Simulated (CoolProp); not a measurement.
Propyne at 417.88 K and 0.212 MPa is throttled through a valve to 0.0826 MPa with no heat exchange. Each further row changes one setting.

Computed with CoolProp (reference Helmholtz-energy equation of state, Polt 1992). This equation is an older, rougher fit.

| case | temperature change (K) | final density (kg/m³) |
|---|---|---|
| as stated | -1.1 | 0.959 |
| outlet pressure 0.0248 MPa | -1.5 | 0.287 |
| outlet pressure 0.107 MPa | -0.9 | 1.24 |
